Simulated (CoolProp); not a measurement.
A Linde-Hampson liquefier for dry air: isothermal reversible compression at 300 K from 1 atm to 40 MPa, throttling to 1 atm, return gas leaving the recuperator 10 K below the feed. Each further row changes one setting.

Values from CoolProp's reference Helmholtz-energy equation of state, Lemmon 2000. It is a pseudo-pure fit of the blend.

```tsv
case	liquid yield per pass	compression work (kJ/kg of gas)
as stated	0.084	520
high pressure 80 MPa	0.053	604
warm-end temperature 330 K	0.057	576
warm-end gap 15 K	0.073	520
```
